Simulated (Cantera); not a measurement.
Feed: 1 mol CaO, 0.67 mol NF₃, 76 mol N₂, at 1823.15 K and 10.0 mbar.

Method: chemical equilibrium by Gibbs-energy minimisation in Cantera with the NASA 1993 tables (ideal gas, pure condensed phases). Candidate condensed phases: Ca, CaF₂, CaO; 22 gas species. Kinetics and transport are ignored.

Base state: N₂ 0.980, CaF₂ 0.0128, O₂ 0.00594, NO 0.000843, F 0.000129, O 0.000116 (mole fractions); condensed: gas only.

Problem. What changes in the equilibrium state with this change: CaO replaced by B₂O₃?

Solution. 
```csv
species,before,after
N₂,0.980,0.968
BOF,0,0.0252
O₂,0.00594,0.00589
CaF₂,0.0128,0
BF₃,0,8.47e-5
BO₂,0,3.79e-5
F,0.000129,8.78e-6
```
Further candidate phases: B, BN, B₂O₃.
